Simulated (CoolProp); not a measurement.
Vapour-liquid equilibrium of m-xylene (1) + n-decane (2) at 501.9 K; x and y are mole fractions of (1).

Model: multi-fluid Helmholtz-energy mixture model, Zhou 2012 and Lemmon 2006; pair parameters Bell 2016, in CoolProp.

| x | bubble pressure (kPa) | y at the bubble point | dew pressure at overall composition x (kPa) | liquid density (mol/L) |
|---|---|---|---|---|
| 0.05 | 358.2 | 0.089 | 350.1 | 3.936 |
| 0.15 | 393.4 | 0.245 | 371.2 | 4.096 |
| 0.25 | 428.1 | 0.377 | 394.6 | 4.270 |
| 0.35 | 462.5 | 0.492 | 420.6 | 4.458 |
| 0.45 | 496.9 | 0.593 | 449.5 | 4.662 |
| 0.55 | 531.6 | 0.684 | 481.8 | 4.883 |
| 0.65 | 566.7 | 0.766 | 518.2 | 5.124 |
| 0.75 | 602.4 | 0.841 | 559.6 | 5.387 |
| 0.85 | 638.7 | 0.909 | 607.1 | 5.676 |
| 0.95 | 675.6 | 0.971 | 662.6 | 5.993 |

No azeotrope shows between x = 0.05 and 0.95.

The pair parameters rest on a limited set of measurements; away from them the model extrapolates.
